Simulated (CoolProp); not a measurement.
Vapour-liquid equilibrium of R134a (1) + R123 (2) at 0.159 MPa; x and y are mole fractions of (1).

Computed with CoolProp (multi-fluid Helmholtz-energy mixture model, Tillner-Roth 1994 and Younglove 1994; pair parameters Bell 2016).

### Question
Give the bubble temperature and the first vapour's composition at x = 0.35, 0.65, 0.95. Is there an azeotrope?

### Answer
x = 0.35: 2.7 °C, y = 0.833; x = 0.65: -8.1 °C, y = 0.936; x = 0.95: -14.7 °C, y = 0.991. No azeotrope shows between x = 0.05 and 0.95.

The pair parameters rest on a limited set of measurements; away from them the model extrapolates.
